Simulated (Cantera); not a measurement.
Input (Python, Cantera):

```python
import numpy as np
import cantera as ct

gas = ct.Solution("gri30.yaml")
gas.TPX = 700, 170000, {'CH4': 1, 'H2': 0.9, 'O2': 2.75, 'N2': 10.4}
inlet = ct.Reservoir(gas, clone=True)
gas.equilibrate("HP")  # start burning
reactor = ct.IdealGasConstPressureReactor(gas, energy="on", clone=False)
exhaust = ct.Reservoir(gas, clone=True)
tau = [0.029, 0.014, 0.0068, 0.0033, 0.0016, 0.00078, 0.00038, 0.00019, 9e-05][0]
for a, b in ((inlet, reactor), (reactor, exhaust)):
    ct.MassFlowController(a, b, mdot=lambda t: reactor.mass / tau)
net = ct.ReactorNet([reactor])
show = ['CH4', 'H2', 'O2', 'O', 'H2O2', 'OH']

rows = []
print(f"{'tau/s':>10s}{'T/K':>9s}" + "".join(f"{s:>11s}" for s in show))
for tau in [0.029, 0.014, 0.0068, 0.0033, 0.0016, 0.00078, 0.00038, 0.00019, 9e-05]:
    net.initial_time = 0.0
    net.advance(30 * tau)
    before = gas.X
    net.advance(40 * tau)
    drift = np.max(np.abs(gas.X - before) / (gas.X + 1e-9))
    rows.append([gas.T, *gas[show].X, drift])
    print(f"{tau:10.3e}{gas.T:9.1f}" + "".join(f"{x:11.3e}" for x in gas[show].X))
```

Output:

```
     tau/s      T/K        CH4         H2         O2          O       H2O2         OH
 2.900e-02   2384.8  2.392e-06  3.672e-03  2.209e-02  1.021e-03  2.015e-07  7.196e-03
 1.400e-02   2379.6  4.667e-06  3.924e-03  2.280e-02  1.118e-03  2.039e-07  7.488e-03
 6.800e-03   2368.0  8.767e-06  4.397e-03  2.367e-02  1.289e-03  2.067e-07  7.944e-03
 3.300e-03   2346.5  1.579e-05  5.231e-03  2.480e-02  1.592e-03  2.129e-07  8.637e-03
 1.600e-03   2311.7  2.734e-05  6.541e-03  2.631e-02  2.100e-03  2.287e-07  9.578e-03
 7.800e-04   2263.2  4.632e-05  8.329e-03  2.823e-02  2.862e-03  2.607e-07  1.064e-02
 3.800e-04   2202.1  7.939e-05  1.051e-02  3.054e-02  3.885e-03  3.136e-07  1.161e-02
 1.900e-04   2133.3  1.380e-04  1.282e-02  3.314e-02  5.048e-03  3.882e-07  1.226e-02
 9.000e-05   2050.8  2.660e-04  1.539e-02  3.654e-02  6.301e-03  5.029e-07  1.244e-02
```

Cantera simulation using GRI-Mech 3.0 (53 species, 325 reactions); the numbers are that mechanism's predictions, not measurements.
